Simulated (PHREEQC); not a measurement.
Solution (40 °C): 0.23 mol/kgw HCl and 0.0056 mol/kgw MnSO4. Closed to the air; pH follows from the charge balance.

All values are PHREEQC results (ion-association model, wateq4f.dat), not measurements.

No solid was allowed to form.

Problem. Order these Mn species by the share of Mn that they hold, largest first: Mn+2, MnCl2, MnCl+, MnSO4.

Solution. Mn+2 (77 %), MnCl+ (21 %), MnCl2 (0.98 %), MnSO4 (0.75 %)

Problem. Order these S species by the share of S that they hold, largest first: MnSO4, HSO4-, SO4-2.

Solution. HSO4- (89 %), SO4-2 (9.9 %), MnSO4 (0.75 %)

The pH is 0.75 and the ionic strength 0.240 mol/kgw. Away from 25 °C the constants follow the database's enthalpies or fits; those with neither stay at their 25 °C values.
